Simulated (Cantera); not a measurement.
# Equilibrium for chemical vapour transport: Fe₂O₃ + H₂O + O₂ + Cl₂

Charge: 1 mol Fe₂O₃, 2.1 mol H₂O, 0.42 mol O₂, 0.085 mol Cl₂, held at 240 Torr.

Method: chemical equilibrium by Gibbs-energy minimisation in Cantera with the NASA 1993 tables (ideal gas, pure condensed phases). Candidate condensed phases: Fe, FeCl₂, FeCl₃, FeO, Fe(OH)₂, Fe(OH)₃, Fe₂O₃, Fe₃O₄, H₂O; 22 gas species. Kinetics and transport are ignored.

From 1102 °C to 1327 °C the condensed part is Fe₂O₃(s). At 1352 °C the condensed part is Fe₃O₄(s). The main Fe-bearing gas is FeCl₂ throughout.

```json
[
 {"T (°C)": "1102", "x H₂O": "0.761", "x O₂": "0.175", "x HCl": "0.0637", "x Cl": "0.000322", "x OH": "8.36e-5", "n Fe₂O₃(s)": "1.000", "n Fe₃O₄(s)": "0"},
 {"T (°C)": "1127", "x H₂O": "0.761", "x O₂": "0.175", "x HCl": "0.0636", "x Cl": "0.000374", "x OH": "0.000108", "n Fe₂O₃(s)": "1.000", "n Fe₃O₄(s)": "0"},
 {"T (°C)": "1152", "x H₂O": "0.761", "x O₂": "0.175", "x HCl": "0.0636", "x Cl": "0.000431", "x OH": "0.000138", "n Fe₂O₃(s)": "1.000", "n Fe₃O₄(s)": "0"},
 {"T (°C)": "1177", "x H₂O": "0.761", "x O₂": "0.174", "x HCl": "0.0635", "x Cl": "0.000495", "x OH": "0.000175", "n Fe₂O₃(s)": "1.000", "n Fe₃O₄(s)": "0"},
 {"T (°C)": "1202", "x H₂O": "0.761", "x O₂": "0.174", "x HCl": "0.0634", "x Cl": "0.000565", "x OH": "0.000220", "n Fe₂O₃(s)": "1.000", "n Fe₃O₄(s)": "0"},
 {"T (°C)": "1227", "x H₂O": "0.761", "x O₂": "0.174", "x HCl": "0.0633", "x Cl": "0.000643", "x OH": "0.000274", "n Fe₂O₃(s)": "1.000", "n Fe₃O₄(s)": "0"},
 {"T (°C)": "1252", "x H₂O": "0.761", "x O₂": "0.174", "x HCl": "0.0631", "x Cl": "0.000728", "x OH": "0.000339", "n Fe₂O₃(s)": "1.000", "n Fe₃O₄(s)": "0"},
 {"T (°C)": "1277", "x H₂O": "0.761", "x O₂": "0.174", "x HCl": "0.0630", "x Cl": "0.000820", "x OH": "0.000417", "n Fe₂O₃(s)": "1.000", "n Fe₃O₄(s)": "0"},
 {"T (°C)": "1302", "x H₂O": "0.761", "x O₂": "0.174", "x HCl": "0.0628", "x Cl": "0.000920", "x OH": "0.000510", "n Fe₂O₃(s)": "1.000", "n Fe₃O₄(s)": "0"},
 {"T (°C)": "1327", "x H₂O": "0.761", "x O₂": "0.174", "x HCl": "0.0626", "x Cl": "0.00103", "x OH": "0.000620", "n Fe₂O₃(s)": "1.000", "n Fe₃O₄(s)": "0"},
 {"T (°C)": "1352", "x H₂O": "0.716", "x O₂": "0.223", "x HCl": "0.0586", "x Cl": "0.00118", "x OH": "0.000772", "n Fe₂O₃(s)": "0", "n Fe₃O₄(s)": "0.666"}
]
```
x: gas mole fraction; n: condensed amount in mol.
